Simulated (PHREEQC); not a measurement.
A PHREEQC input (ion-association model, phreeqc.dat):

```
SOLUTION 1
  temp 20
  units mg/L
  pH 6.29
  pe 12.9
  Na 0.104
  K 0.208
  Ca 0.0134
  Mg 0.0407
  Cl 0.046
  S(6) 0.266 as SO4
  Alkalinity 0.424 as HCO3 charge
  Cd 0.000237
  Ba 0.0244
  Li 6.21e-05
  Si 0.00949 as SiO2
END
USE solution 1
EQUILIBRIUM_PHASES 1
  Quartz 0 0.5
  CO2(g) -2.5 10
END
```

It stops with these messages:

```
ERROR: Alkalinity cannot be used with charge balance or solution phase boundary constraints.
ERROR: Program terminating due to input errors.
```

The fault: charge balance asked on alkalinity. The line should read `as HCO3` where the input has `as HCO3 charge`. With the mend the run ends at pH 5.35 and ionic strength 2.35e-5 mol/kgw.
